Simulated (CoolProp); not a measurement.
A single-stage vapour-compression cycle with propane: evaporating at 211.15 K (dew point), condensing at 241.15 K (bubble point), superheat 0 K, subcooling 2 K, compressor efficiency 0.75, no pressure losses. Each further row changes one setting.

Values from CoolProp's reference Helmholtz-energy equation of state, Lemmon 2009.

```json
[
 {"case": "as stated", "cooling COP": "4.81", "pressure ratio": "4.04", "discharge temperature (K)": "269.5", "refrigerating effect (kJ/kg)": "383", "volumetric capacity (kJ/m³)": "376"},
 {"case": "evaporating temperature 216.15 K", "cooling COP": "6.02", "pressure ratio": "3.11", "discharge temperature (K)": "263.8", "refrigerating effect (kJ/kg)": "389", "volumetric capacity (kJ/m³)": "488"},
 {"case": "condensing temperature 236.15 K", "cooling COP": "5.88", "pressure ratio": "3.29", "discharge temperature (K)": "260.8", "refrigerating effect (kJ/kg)": "395", "volumetric capacity (kJ/m³)": "387"},
 {"case": "subcooling 7 K", "cooling COP": "4.95", "pressure ratio": "4.04", "discharge temperature (K)": "269.5", "refrigerating effect (kJ/kg)": "395", "volumetric capacity (kJ/m³)": "387"},
 {"case": "superheat 10 K", "cooling COP": "4.75", "pressure ratio": "4.04", "discharge temperature (K)": "280.3", "refrigerating effect (kJ/kg)": "397", "volumetric capacity (kJ/m³)": "371"},
 {"case": "compressor efficiency 0.65", "cooling COP": "4.17", "pressure ratio": "4.04", "discharge temperature (K)": "277.1", "refrigerating effect (kJ/kg)": "383", "volumetric capacity (kJ/m³)": "376"}
]
```
